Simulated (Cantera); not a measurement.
A freely propagating, adiabatic, planar premixed flame of H₂ : O₂ : N₂ = 1 : 0.185 : 0.696 (molar parts), equivalence ratio 2.7, unburnt at 425 K and 3900 Torr; mixture-averaged transport, grid criteria slope 0.08 and curve 0.16, no radiation.

Detailed kinetics in Cantera: the H2/O2 subset of GRI-Mech 3.0, which has no nitrogen chemistry. The hydrogen kinetics of GRI-Mech 3.0 are dated; newer H2 mechanisms differ, most at raised pressure. Burning velocities carry a grid error of a few per cent, more on coarse grids.

Q: Predict: laminar burning velocity; thermal thickness; peak x(OH); peak x(O); peak x(H).

A: 
```json
{
  "laminar_burning_velocity": "395 cm/s",
  "thermal_thickness": "0.0537 mm",
  "peak x(OH)": "0.00121",
  "peak x(O)": "0.000813",
  "peak x(H)": "0.0326"
}
```
